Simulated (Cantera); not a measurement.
**H2O + N2 (abatement and gas-phase synthesis)**

A closed system holds: 1 mol H2O, 11 mol N2, at 1.10 mbar.

Cantera equilibrium calculation (NASA polynomials, part measured and part estimated; ideal gas, pure solids and liquids). Candidate condensed phases: H2O; 24 gas species. Equilibrium is a limit: real reactors are often held back by kinetics, nucleation or transport.

```json
[
 {"T (K)": "1723", "log p N2": "-3.00", "log p H2O": "-4.05", "log p H2": "-5.63", "log p H": "-6.56", "log p O2": "-6.03", "log p OH": "-6.24", "log p O": "-7.26"},
 {"T (K)": "1773", "log p N2": "-3.00", "log p H2O": "-4.06", "log p H2": "-5.49", "log p H": "-6.29", "log p O2": "-5.89", "log p OH": "-6.06", "log p O": "-6.97"},
 {"T (K)": "1823", "log p N2": "-3.00", "log p H2O": "-4.07", "log p H2": "-5.36", "log p H": "-6.05", "log p O2": "-5.76", "log p OH": "-5.90", "log p O": "-6.70"},
 {"T (K)": "1873", "log p N2": "-3.00", "log p H2O": "-4.08", "log p H2": "-5.24", "log p H": "-5.81", "log p O2": "-5.64", "log p OH": "-5.75", "log p O": "-6.44"},
 {"T (K)": "1923", "log p N2": "-3.00", "log p H2O": "-4.09", "log p H2": "-5.13", "log p H": "-5.59", "log p O2": "-5.52", "log p OH": "-5.62", "log p O": "-6.20"},
 {"T (K)": "1973", "log p N2": "-3.00", "log p H2O": "-4.11", "log p H2": "-5.03", "log p H": "-5.38", "log p O2": "-5.42", "log p OH": "-5.49", "log p O": "-5.97"},
 {"T (K)": "2023", "log p N2": "-3.00", "log p H2O": "-4.13", "log p H2": "-4.94", "log p H": "-5.19", "log p O2": "-5.32", "log p OH": "-5.37", "log p O": "-5.76"},
 {"T (K)": "2073", "log p N2": "-3.00", "log p H2O": "-4.16", "log p H2": "-4.85", "log p H": "-5.01", "log p O2": "-5.24", "log p OH": "-5.26", "log p O": "-5.56"}
]
```
log p: log10 of the partial pressure in bar; nothing condenses.

From 1723 K to 2073 K nothing is condensed.
